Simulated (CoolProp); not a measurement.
Saturation properties of n-hexane (Tc = 507.8 K, pc = 30.44 bar, ω = 0.300).

Values from CoolProp's reference Helmholtz-energy equation of state, Thol 2019.

| T (K) | p (bar) | liquid density (kg/m³) | liquid viscosity (µPa s) | liquid conductivity (mW/(m K)) |
|---|---|---|---|---|
| 238.7 | 0.006914 | 706.9 | 594 | 140 |
| 241.2 | 0.008296 | 704.8 | 574 | 139 |
| 243.7 | 0.009911 | 702.6 | 555 | 138 |
| 246.2 | 0.01179 | 700.5 | 536 | 138 |
| 248.7 | 0.01397 | 698.3 | 519 | 137 |
| 251.3 | 0.01659 | 696.1 | 502 | 136 |
| 253.8 | 0.01949 | 694.0 | 486 | 135 |
| 256.3 | 0.02282 | 691.8 | 471 | 134 |
| 258.8 | 0.02662 | 689.6 | 457 | 133 |
| 261.3 | 0.03094 | 687.5 | 443 | 132 |
| 263.8 | 0.03585 | 685.3 | 430 | 131 |
| 266.3 | 0.04139 | 683.1 | 418 | 130 |

It boils at 341.9 K under 1 atm.

Viscosity comes from a separate model (Michailidou 2013). Thermal conductivity comes from a separate model (Assael 2013).
